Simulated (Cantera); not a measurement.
A perfectly stirred reactor is fed with 4.10 % C2H6, 94.4 % H2, 1.52 % H2O, at 0.00400 bar; it is held at 1575 K, and followed from long to short residence time.

Detailed kinetics in Cantera: GRI-Mech 3.0 (53 species, 325 reactions). GRI-Mech 3.0 stops at C3 and has no aromatics, soot or wall deposition, so with more carbon than oxygen in the feed, carbon stays in small species such as C2H2 where larger ones or solid carbon would form. Radical loss at walls, strong at low pressure, is not modelled.

Predict: x(C2H6) at τ = 0.640 s; x(H2) at τ = 0.640 s; x(C2H2) at τ = 0.640 s; x(CH2) at τ = 0.640 s; x(C2H4) at τ = 0.640 s; x(C2H6) at τ = 62.0 ms; x(H2) at τ = 62.0 ms; x(C2H2) at τ = 62.0 ms; x(CH2) at τ = 62.0 ms; x(C2H4) at τ = 62.0 ms.


- x(C2H6) at τ = 0.640 s = 0.000109
- x(H2) at τ = 0.640 s = 0.929
- x(C2H2) at τ = 0.640 s = 0.0220
- x(CH2) at τ = 0.640 s = 9.87e-7
- x(C2H4) at τ = 0.640 s = 0.000606
- x(C2H6) at τ = 62.0 ms = 0.000826
- x(H2) at τ = 62.0 ms = 0.922
- x(C2H2) at τ = 62.0 ms = 0.0139
- x(CH2) at τ = 62.0 ms = 2.16e-6
- x(C2H4) at τ = 62.0 ms = 0.00280
